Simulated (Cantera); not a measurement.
An isothermal plug-flow reactor at 500 K and 40000 Pa (inlet), inlet velocity 0.83 m/s, active area per volume 100 1/m; feed H2 : O2 : N2 : H2O = 0.0042 : 0.01 : 0.79 : 0.064 (molar parts), equivalence ratio 0.21.

Model: Deutschmann's 1995 Pt surface mechanism with GRI-Mech 3.0 gas chemistry, integrated in Cantera. Catalytic surfaces can have several steady states; this one follows from the mechanism file's or the stated starting coverage. Mass transfer to the wall is taken as infinitely fast.

Problem. Predict: x(H2) at z = 0.043 m; x(O2) at z = 0.043 m; x(H2O) at z = 0.043 m; θ(free Pt) at the exit; θ(O*) at the exit; θ(OH*) at the exit.

Solution. 
| Property | Value |
|---|---|
| x(H2) at z = 0.043 m | 4.45e-5 |
| x(O2) at z = 0.043 m | 0.00914 |
| x(H2O) at z = 0.043 m | 0.0787 |
| θ(free Pt) at the exit | 0.00714 |
| θ(O*) at the exit | 0.974 |
| θ(OH*) at the exit | 0.0189 |
